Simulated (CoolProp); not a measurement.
C2F6 (R116) at 293.15 K and 0.301 MPa is throttled through a valve to 0.0886 MPa with no heat exchange. Each further row changes one setting.

The numbers come from the reference Helmholtz-energy equation of state, Lemmon 2006 in CoolProp. It is a short technical equation, of lower accuracy than the large ones.

| case | temperature change (K) | final density (kg/m³) |
|---|---|---|
| as stated | -1.9 | 5.10 |
| outlet pressure 0.0266 MPa | -2.4 | 1.52 |
| outlet pressure 0.115 MPa | -1.6 | 6.63 |
